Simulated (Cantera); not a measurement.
# Chlorosilane synthesis and conversion: SiCl4 + Cl2 + H2

Charge: 1 mol SiCl4, 0.58 mol Cl2, 0.25 mol H2, at 1500 K and 1.00 bar.

Cantera equilibrium calculation (NASA polynomials, part measured and part estimated; ideal gas, pure solids and liquids). Candidate condensed phases: Si; 19 gas species. The tables' values for SiCl3 are old estimates; treat these amounts as uncertain. Kinetics and transport are ignored.

The x(SiCl4) is 0.540, the x(HCl) is 0.270 and the x(Cl2) is 0.166. The x(Cl) is 0.0238, the x(SiCl3) is 4.07e-5 and the gas amount is 1.852 mol. The log10 activity of Si(s) (absent) comes out as -14.97.
